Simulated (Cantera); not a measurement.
A freely propagating, adiabatic, planar premixed flame of 33.6 % H₂, 18.4 % O₂, 48.0 % N₂, unburnt at 500 K and 0.460 bar; multicomponent transport, grid criteria slope 0.08 and curve 0.16, no radiation.

Cantera simulation using the H2/O2 subset of GRI-Mech 3.0, which has no nitrogen chemistry; the numbers are that mechanism's predictions, not measurements. Burning velocities carry a grid error of a few per cent, more on coarse grids.

Predict: laminar burning velocity; thermal thickness; peak x(O); peak x(HO₂); peak x(H); peak x(OH).


```
Item                        Result
------------------------  --------
laminar burning velocity  630 cm/s
thermal thickness          1.06 mm
peak x(O)                   0.0210
peak x(HO₂)               0.000258
peak x(H)                   0.0792
peak x(OH)                  0.0286
```
